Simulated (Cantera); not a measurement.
Gas-phase reforming

A perfectly stirred reactor is fed with CH4 : CO2 = 1 : 2.1 (molar parts), at 1600000 Pa; it is held at 1750 K, and followed from long to short residence time.

Detailed kinetics in Cantera: GRI-Mech 3.0 (53 species, 325 reactions). The pressure lies above the range GRI-Mech 3.0 was tuned for (to about 10 atm).

```
τ (s)    x CH4  x CO2   x C2H4    x H2O2   x CO       x O
------  ------  -----  -------  --------  -----  --------
0.48    0.0181  0.109  0.00113  2.96e-12  0.495  8.44e-11
0.22    0.0236  0.127  0.00189  3.80e-12  0.471  7.91e-11
0.11    0.0290  0.150  0.00264  4.88e-12  0.441  7.40e-11
0.050   0.0367  0.186  0.00341  6.44e-12  0.396  6.93e-11
0.023   0.0477  0.232  0.00400  7.87e-12  0.341  6.61e-11
0.011   0.0643  0.288  0.00452  8.14e-12  0.280  6.34e-11
0.0052  0.0914  0.362  0.00523  6.44e-12  0.210  5.90e-11
0.0024   0.133  0.452  0.00627  3.53e-12  0.137  5.10e-11
```
x: mole fraction; the columns are a selection and need not sum to one.
